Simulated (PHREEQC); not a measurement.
Make-up at 95 °C: 0.042 mol/kgw FeCl3, 0.29 mol/kgw CuCl2 and 3.1e-05 mol/kgw NaF. Closed to the air; pH follows from the charge balance.

Computed with PHREEQC (ion-association model, phreeqc.dat).

Each row changes one thing in this solution. This is a speciation only: nothing precipitates in the calculation.

| case | pH | ionic strength (mol/kgw) | Cl- (mol/kgw) | CuCl+ (mol/kgw) | Cu+2 (mol/kgw) | CuCl2 (mol/kgw) | SI of Goethite (FeOOH) | SI of Hematite (Fe2O3) |
|---|---|---|---|---|---|---|---|---|
| as made | 1.97 | 0.524 | 0.416 | 0.206 | 0.0564 | 0.0278 | +4.89 | +12.06 |
| diluted 5-fold with water | 2.25 | 0.137 | ___ | 0.0329 | 0.0234 | 0.00166 | +5.35 | +12.97 |
| FeCl3 from 0.042 to 0.021 mol/kgw | 2.14 | 0.460 | 0.375 | 0.204 | 0.0597 | 0.0260 | +5.08 | +12.44 |
| FeCl3 from 0.042 to 0.084 mol/kgw | ___ | 0.645 | 0.497 | 0.208 | 0.0509 | 0.0310 | +4.74 | +11.75 |
| NaF from 3.1e-05 to 0.00031 mol/kgw | 1.97 | 0.524 | 0.417 | 0.206 | 0.0563 | 0.0278 | +4.89 | +12.06 |
| diluted 2-fold with water | 2.06 | 0.298 | 0.230 | 0.0964 | 0.0399 | 0.00867 | +5.03 | +12.33 |
| CuCl2 from 0.29 to 0.058 mol/kgw | 1.81 | 0.261 | ___ | 0.0367 | 0.0186 | 0.00269 | +4.75 | +11.77 |
| NaF from 3.1e-05 to 6.2e-06 mol/kgw | 1.97 | 0.524 | 0.416 | 0.206 | 0.0564 | 0.0278 | +4.89 | +12.06 |
| NaF replaced by (CH3)4NF at the same molality | 1.97 | 0.524 | 0.416 | 0.206 | 0.0564 | 0.0278 | +4.89 | +12.06 |

Task: Some entries are withheld; supply them.

Result: 
- diluted 5-fold with water, Cl- (mol/kgw): 0.103
- FeCl3 from 0.042 to 0.084 mol/kgw, pH: 1.83
- CuCl2 from 0.29 to 0.058 mol/kgw, Cl- (mol/kgw): 0.179

Species that the database lacks are ignored. Some of these states are supersaturated (in Hematite (slow to form), Goethite (slow to form), for instance). Away from 25 °C the constants follow the database's enthalpies or fits; those with neither stay at their 25 °C values. Fluoro complexes past AlF4- and FeF3 are missing from the database.
